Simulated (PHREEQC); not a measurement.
A solution holds 0.0074 mol/kgw HNO3, 0.0051 mol/kgw Al(NO3)3 and 0.0013 mol/kgw CO2, at 20 °C. Closed to the air; pH follows from the charge balance.

Computed with PHREEQC (ion-association model, phreeqc.dat).

| quantity | before | after |
|---|---|---|
| pH | 2.19 | 2.48 |
| HCO3- (mol/kgw) | 1.01e-7 | 9.33e-8 |
| (CO2)2 (mol/kgw) | 2.64e-8 | 6.57e-9 |

**Question.** What was changed between the two runs?
A) Al(NO3)3 left out
B) HNO3 from 0.0074 to 0.00814 mol/kgw
C) HNO3 from 0.0074 to 0.0111 mol/kgw
D) diluted 5-fold with water
E) diluted 2-fold with water

**Answer.** E, diluted 2-fold with water

Precipitation was switched off in this run.
